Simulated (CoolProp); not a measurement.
C2F6 (R116) at several states: density (kg/m³) from the reference equation and from simpler models built on Tc = 19.9 °C, pc = 3048 kPa, ω = 0.257; each cubic takes its own stable root.

Model: reference Helmholtz-energy equation of state, Lemmon 2006, in CoolProp. It is a short technical equation, of lower accuracy than the large ones.

```tsv
T (°C)	p (kPa)	phase	reference	Redlich-Kwong	Soave-Redlich-Kwong
83.75	1180	gas	58.76	59.36	58.73
143.55	3260	supercritical	142.8	147.7	141.6
109.35	265	gas	11.63	11.66	11.63
96.25	1630	gas	79.59	80.81	79.45
125.05	5730	supercritical	293.6	312.8	286.4
```
